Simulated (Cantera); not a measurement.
Feed: 1 mol C₃H₆, 0.3 mol CO₂, 0.14 mol H₂O, at 950 °C and 0.0100 bar.

Cantera equilibrium calculation (NASA polynomials, part measured and part estimated; ideal gas, pure solids and liquids). Candidate condensed phases: C, C₆H₆, C₇H₈, C₈H₁₈, H₂O; 110 gas species. Equilibrium is a limit: real reactors are often held back by kinetics, nucleation or transport.

Base state: H₂ 0.809, CO 0.191, CH₄ 8.72e-5, H₂O 3.10e-5 (mole fractions); condensed: C(graphite).

### Question
What changes in the equilibrium state with this change: temperature from 950 °C to 677 °C?

### Answer
```
species            before     after
----------------  -------  --------
H₂                  0.809     0.808
CO                  0.191     0.189
H₂O               3.10e-5   0.00142
CH₄               8.72e-5   0.00109
CO₂               5.00e-6  0.000596
C(graphite), mol     2.56      2.56
```

### Question
What changes in the equilibrium state with this change: temperature from 950 °C to 2502 °C?

### Answer
| species | before | after |
|---|---|---|
| H | 2.70e-6 | 0.460 |
| H₂ | 0.809 | 0.377 |
| CO | 0.191 | 0.146 |
| C₂H₂ (acetylene) | 1.27e-7 | 0.0116 |
| C₃ | <1e-9 | 0.00231 |
| C₂H | <1e-9 | 0.00171 |
| C | <1e-9 | 0.000500 |
| C₂ | <1e-9 | 0.000225 |
| C(graphite), mol | 2.56 | 2.38 |

### Question
What changes in the equilibrium state with this change: 0.21 mol O₂ added?

### Answer
| species | before | after |
|---|---|---|
| H₂ | 0.809 | 0.730 |
| CO | 0.191 | 0.270 |
| CH₄ | 8.72e-5 | 7.10e-5 |
| CO₂ | 5.00e-6 | 1.00e-5 |
| H₂O | 3.10e-5 | 3.96e-5 |
| C(graphite), mol | 2.56 | 2.14 |
